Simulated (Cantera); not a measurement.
Charge: 1 mol HCl, 0.83 mol H2O, 1.1 mol H2, at 1.70 mbar.

Cantera equilibrium calculation (NASA polynomials, part measured and part estimated; ideal gas, pure solids and liquids). Candidate condensed phases: H2O; 14 gas species. The numbers say what is thermodynamically allowed, not how fast it happens. All values below are at 1650 °C.

Base state: H2 0.369, HCl 0.328, H2O 0.279, H 0.0139, Cl 0.00928, OH 0.000903, O 2.53e-5 (mole fractions); condensed: gas only.

Question: What changes in the equilibrium state with this change: HCl replaced by CO2?

Answer: 
```json
[
 {"species": "H2O", "before": "0.279", "after": "0.482"},
 {"species": "CO", "before": "0", "after": "0.203"},
 {"species": "H2", "before": "0.369", "after": "0.167"},
 {"species": "HCl", "before": "0.328", "after": "0"},
 {"species": "CO2", "before": "0", "after": "0.136"},
 {"species": "H", "before": "0.0139", "after": "0.00934"},
 {"species": "Cl", "before": "0.00928", "after": "0"},
 {"species": "O2", "before": "8.34e-6", "after": "0.000122"},
 {"species": "O", "before": "2.53e-5", "after": "9.68e-5"}
]
```
Further candidate phases: C, C6H6, C7H8, C8H18.
